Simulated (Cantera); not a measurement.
## Premixed flame

A freely propagating, adiabatic, planar premixed flame of 7.96 % CH4, 18.5 % O2, 69.5 % N2, 3.98 % CO2, equivalence ratio 0.86, unburnt at 300 K and 101000 Pa; mixture-averaged transport, grid criteria slope 0.08 and curve 0.16, no radiation.

Cantera simulation using GRI-Mech 3.0 (53 species, 325 reactions); the numbers are that mechanism's predictions, not measurements. Burning velocities carry a grid error of a few per cent, more on coarse grids.

```
z (mm)  T (K)  u (m/s)     x CH4    x O2   x CO2    x NO2    x HCN    x HCO
------  -----  -------  --------  ------  ------  -------  -------  -------
-1.79     300    0.236    0.0795   0.185  0.0398    <1e-8    <1e-8    <1e-8
-1.19     302    0.238    0.0793   0.185  0.0397    <1e-8    <1e-8    <1e-8
-0.896    311    0.245    0.0786   0.184  0.0397  1.08e-8    <1e-8    <1e-8
-0.597    384    0.303    0.0742   0.179  0.0401  1.05e-7  1.20e-8    <1e-8
-0.299    807    0.645    0.0503   0.144  0.0464  2.55e-7  1.44e-7  6.43e-8
-0.149   1203    0.966    0.0269   0.106  0.0566  5.07e-8  3.30e-7  2.77e-6
0        1572     1.26   0.00530  0.0637  0.0726    <1e-8  5.87e-7  1.85e-5
0.149    1713     1.37  0.000199  0.0433  0.0882    <1e-8  3.57e-7  3.15e-6
0.299    1767     1.41   3.95e-6  0.0377  0.0972    <1e-8  9.91e-8  9.82e-8
0.597    1833     1.46     <1e-8  0.0339   0.105    <1e-8    <1e-8    <1e-8
1.19     1899     1.50     <1e-8  0.0310   0.109    <1e-8    <1e-8    <1e-8
2.39     1950     1.54     <1e-8  0.0289   0.113    <1e-8    <1e-8    <1e-8
4.78     1982     1.56     <1e-8  0.0275   0.116  1.01e-8    <1e-8    <1e-8
```
x: mole fraction of selected species; z is measured from the peak of heat release.

```yaml
laminar_burning_velocity: 23.6 cm/s
thermal_thickness: 0.597 mm
peak x(HCN): 6.00e-7
peak x(HCO): 1.86e-5
grid_points: 135
```
